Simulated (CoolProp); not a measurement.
Vapour pressure (MPa) of decamethyltetrasiloxane (MD2M): the reference equation beside estimates from Tc = 599.4 K, pc = 1.144 MPa, ω = 0.635. Clausius-Clapeyron is anchored at 455.5 K with a constant enthalpy of vaporisation of 41.74 kJ/mol.

Model: reference Helmholtz-energy equation of state, Thol 2017, in CoolProp.

| T (K) | reference | Lee-Kesler | Clausius-Clapeyron | van der Waals | Redlich-Kwong | Soave-Redlich-Kwong | Peng-Robinson |
|---|---|---|---|---|---|---|---|
| 421.8 | 0.02844 | 0.02843 | 0.03101 | 0.2356 | 0.1046 | 0.02847 | 0.02919 |
| 433 | 0.04009 | 0.04000 | 0.04219 | 0.2688 | 0.1298 | 0.04013 | 0.04086 |
| 444.3 | 0.05541 | 0.05522 | 0.05666 | 0.3052 | 0.1593 | 0.05550 | 0.05618 |
| 455.5 | 0.07481 | 0.07451 | 0.07481 | 0.3443 | 0.1929 | 0.07505 | 0.07559 |
| 466.7 | 0.09915 | 0.09874 | 0.09747 | 0.3864 | 0.2313 | 0.09970 | 0.09998 |
| 478 | 0.1295 | 0.1290 | 0.1257 | 0.4322 | 0.2751 | 0.1306 | 0.1305 |
| 489.2 | 0.1663 | 0.1657 | 0.1599 | 0.4807 | 0.3238 | 0.1681 | 0.1675 |
| 500.5 | 0.2110 | 0.2104 | 0.2015 | 0.5331 | 0.3786 | 0.2140 | 0.2128 |
| 511.7 | 0.2638 | 0.2634 | 0.2510 | 0.5883 | 0.4389 | 0.2685 | 0.2665 |
| 522.9 | 0.3262 | 0.3262 | 0.3097 | 0.6470 | 0.5053 | 0.3331 | 0.3303 |
| 534.2 | 0.4001 | 0.4007 | 0.3795 | 0.7097 | 0.5788 | 0.4096 | 0.4060 |
| 545.4 | 0.4854 | 0.4872 | 0.4603 | 0.7755 | 0.6584 | 0.4981 | 0.4938 |
| 556.6 | 0.5844 | 0.5879 | 0.5539 | 0.8449 | 0.7450 | 0.6004 | 0.5956 |
| 567.9 | 0.7003 | 0.7059 | 0.6628 | 0.9185 | 0.8396 | 0.7190 | 0.7142 |

Absolute difference from the reference over all 14 rows, mean and median: Lee-Kesler 0.3 and 0.4 %, Clausius-Clapeyron 4.3 and 5.0 %, van der Waals 243.5 and 170.9 %, Redlich-Kwong 107.6 and 87.1 %, Soave-Redlich-Kwong 1.3 and 1.3 %, Peng-Robinson 1.4 and 1.3 %.
